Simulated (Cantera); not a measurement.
Feed: 1 mol V, a varied amount of N2O, 240 mol H2, at 2098.15 K and 1.00 mbar.

These are equilibrium values from Cantera (NASA tables, ideal gas, pure condensed phases), not measurements of a reactor. Candidate condensed phases: H2O, V, VN, VO, V2O3, V2O4, V2O5; 28 gas species. The numbers say what is thermodynamically allowed, not how fast it happens.

Q: At 8.3 mol N2O, list the 7 most abundant gas species with their mole fractions, and the condensed phases.

A: H2 0.850, H 0.0898, N2 0.0318, H2O 0.0245, VO2 0.00318, VO 0.000642, OH 0.000307. Condensed: gas only.
